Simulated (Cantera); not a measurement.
Input: 1 mol AlCl₃, 31 mol H₂O, 1.5 mol N₂, equilibrated at 0.0340 bar.

Method: chemical equilibrium by Gibbs-energy minimisation in Cantera with the NASA 1993 tables (ideal gas, pure condensed phases). Candidate condensed phases: Al, AlCl₃, AlN, Al₂O₃, H₂O, NH₄Cl; 45 gas species. The numbers say what is thermodynamically allowed, not how fast it happens.

**Question.** At 1298 K, list the 4 most abundant gas species with their mole fractions, and the condensed phases.

**Answer.** H₂O 0.868, HCl 0.0882, N₂ 0.0441, H₂ 7.91e-5. Condensed: Al₂O₃(s).
